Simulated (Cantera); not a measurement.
**Equilibrium for abatement and gas-phase synthesis: CO2 + H2O + O2**

A closed system holds: 1 mol CO2, 1.6 mol H2O, 3 mol O2, held at 850 K and 0.100 bar.

These are equilibrium values from Cantera (NASA tables, ideal gas, pure condensed phases), not measurements of a reactor. Candidate condensed phases: C, C6H6, C7H8, C8H18, H2O; 110 gas species. Equilibrium is a limit: real reactors are often held back by kinetics, nucleation or transport.

- x(O2): 0.536
- x(H2O): 0.286
- x(CO2): 0.179
- gas amount: 5.600 mol
- log10 activity of C(graphite) (absent): -24.79
